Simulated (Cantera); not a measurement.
An adiabatic, constant-pressure homogeneous reactor starts with CH₄ : CO : O₂ : N₂ = 1 : 0.23 : 3.78 : 14.2 (molar parts), at 1675 K and 760 Torr. Integrator tolerance rtol = 1e-08.

Cantera simulation using GRI-Mech 3.0 (53 species, 325 reactions); the numbers are that mechanism's predictions, not measurements.

### Question
What does this change do: 0.6 parts H2O added?

### Answer
```json
[
 {"quantity": "time of steepest temperature rise", "before": "0.234 ms", "after": "0.234 ms"},
 {"quantity": "temperature at 6.00 s", "before": "2583 K", "after": "2554 K"},
 {"quantity": "equilibrium temperature", "before": "2583 K", "after": "2554 K"},
 {"quantity": "x(CH₄) at 6.00 s", "before": "<1e-12 (gas-phase equilibrium <1e-12)", "after": "<1e-12 (gas-phase equilibrium <1e-12)"},
 {"quantity": "x(CO) at 6.00 s", "before": "0.0106 (gas-phase equilibrium 0.0106)", "after": "0.00922 (gas-phase equilibrium 0.00922)"},
 {"quantity": "x(O₂) at 6.00 s", "before": "0.0788 (gas-phase equilibrium 0.0788)", "after": "0.0766 (gas-phase equilibrium 0.0766)"},
 {"quantity": "x(OH) at 6.00 s", "before": "0.0140 (gas-phase equilibrium 0.0140)", "after": "0.0144 (gas-phase equilibrium 0.0144)"},
 {"quantity": "x(C₂H) at 6.00 s", "before": "<1e-12 (gas-phase equilibrium <1e-12)", "after": "<1e-12 (gas-phase equilibrium <1e-12)"},
 {"quantity": "x(CH₂O) at 6.00 s", "before": "1.24e-11 (gas-phase equilibrium 1.24e-11)", "after": "1.24e-11 (gas-phase equilibrium 1.24e-11)"}
]
```
